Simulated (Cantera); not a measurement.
Feed: 1 mol MgO, 0.65 mol CH4, 1.3 mol H2, at 1575 K and 0.630 bar.

Cantera equilibrium calculation (NASA polynomials, part measured and part estimated; ideal gas, pure solids and liquids). Candidate condensed phases: C, C6H6, C7H8, C8H18, H2O, Mg, MgCO3, MgO, Mg(OH)2; 116 gas species. The tables' values for MgH are old estimates; treat these amounts as uncertain. Kinetics and transport are ignored.

Base state: H2 0.991, CO 0.00397, Mg 0.00394, CH4 0.00112, H 5.21e-5, MgH 3.47e-5, C2H2 (acetylene) 2.09e-5 (mole fractions); condensed: C(graphite) + MgO(s).

### Question
What changes in the equilibrium state with this change: MgO replaced by CuO?

### Answer
| species | before | after |
|---|---|---|
| H2 | 0.991 | 0.701 |
| CO | 0.00397 | 0.191 |
| H2O | 2.54e-6 | 0.0985 |
| Cu | 0 | 4.34e-5 |
| Mg | 0.00394 | 0 |
| CO2 | 3.51e-9 | 0.00923 |
| MgH | 3.47e-5 | 0 |
| C(graphite), mol | 0.637 | 0 |
| MgO(s), mol | 0.990 | 0 |
| Cu(l), mol | 0 | 1.000 |
Further candidate phases: Cu, CuO, Cu(OH)2, Cu2O.
